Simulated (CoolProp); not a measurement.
Vapour-liquid equilibrium of CHF3 (R23) (1) + R125 (2) at 207.5 K; x and y are mole fractions of (1).

Computed with CoolProp (multi-fluid Helmholtz-energy mixture model, Penoncello 2003 and Lemmon 2005; pair parameters Bell 2016).

```
x      bubble pressure (kPa)  y at the bubble point  dew pressure at overall composition x (kPa)  liquid density (mol/L)
-----  ---------------------  ---------------------  -------------------------------------------  ----------------------
0.05                   48.68                  0.230                                        40.95                   13.36
0.125                  63.36                  0.451                                        43.84                   13.73
0.2                    78.43                  0.592                                        47.18                   14.12
0.275                  93.70                  0.688                                        51.07                   14.52
0.35                   109.0                  0.758                                        55.66                   14.94
0.425                  124.3                  0.810                                        61.17                   15.39
0.5                    139.5                  0.851                                        67.88                   15.86
0.575                  154.6                  0.884                                        76.26                   16.35
0.65                   169.5                  0.912                                        87.00                   16.87
0.725                  184.4                  0.935                                        101.2                   17.42
0.8                    199.3                  0.955                                        121.0                   18.00
0.875                  214.3                  0.973                                        150.0                   18.61
0.95                   229.5                  0.990                                        195.2                   19.27
```

No azeotrope shows between x = 0.05 and 0.95.

Pair parameters are fitted to limited data, so mixtures are less certain than the pure fluids.
